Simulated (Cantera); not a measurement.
Input: 1 mol TiO₂, 3.9 mol CH₄, 1.5 mol H₂, 1.8 mol C, equilibrated at 0.850 bar.

Equilibrium computed with Cantera from the NASA thermochemical tables; the gas is ideal and each condensed phase is pure. Candidate condensed phases: C, C₆H₆, C₇H₈, C₈H₁₈, H₂O, Ti, TiC, TiO, TiO₂, Ti₂O₃, Ti₃O₅, Ti₄O₇; 113 gas species. TiC: taken at fixed stoichiometry. The numbers say what is thermodynamically allowed, not how fast it happens.

Problem. At 1775 °C, list the 4 most abundant gas species with their mole fractions, and the condensed phases.

Solution. H₂ 0.820, CO 0.177, H 0.00220, C₂H₂ (acetylene) 0.000860. Condensed: C(graphite) + TiC(s).
